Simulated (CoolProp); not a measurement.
Isobutene along the isotherm 95.85 °C: density (kg/m³) from the reference equation and from simpler models built on Tc = 144.9 °C, pc = 40.16 bar, ω = 0.193; each cubic takes its own stable root.

Computed with CoolProp (reference Helmholtz-energy equation of state, Lemmon 2005). It is a short technical equation, of lower accuracy than the large ones.

| p (bar) | phase | reference | van der Waals | Redlich-Kwong | Soave-Redlich-Kwong | Peng-Robinson |
|---|---|---|---|---|---|---|
| 30.9 | liquid | 489.2 | ? | 418.5 | 433.7 | 490.5 |
| 61.8 | liquid | 504.4 | 333.0 | ? | 457.2 | 515.4 |
| 92.7 | liquid | 516.1 | 349.1 | 465.4 | 474.7 | 533.9 |
| 124 | liquid | 526.0 | 360.9 | 480.9 | 488.9 | 549.1 |
| 154 | liquid | 534.2 | 369.9 | 493.2 | 500.3 | 561.2 |
| 185 | liquid | 541.7 | 377.7 | 504.2 | 510.5 | 572.1 |
| 216 | liquid | 548.4 | 384.2 | 513.7 | 519.4 | 581.7 |
| 247 | liquid | 554.5 | 390.0 | 522.2 | 527.4 | 590.2 |
| 278 | liquid | 560.1 | 395.1 | 529.8 | 534.7 | 597.9 |
| 309 | liquid | 565.4 | 399.6 | 536.7 | 541.2 | 604.9 |
| 340 | liquid | 570.2 | 403.7 | 543.0 | 547.3 | 611.3 |
| 371 | liquid | 574.8 | 407.5 | 548.8 | 552.8 | 617.3 |
| 402 | liquid | ? | 410.9 | 554.2 | 558.0 | 622.8 |

Question: Some entries are withheld; supply them.

Answer: 
- 30.9, van der Waals: 306.3
- 61.8, Redlich-Kwong: 445.9
- 402, reference: 579.2
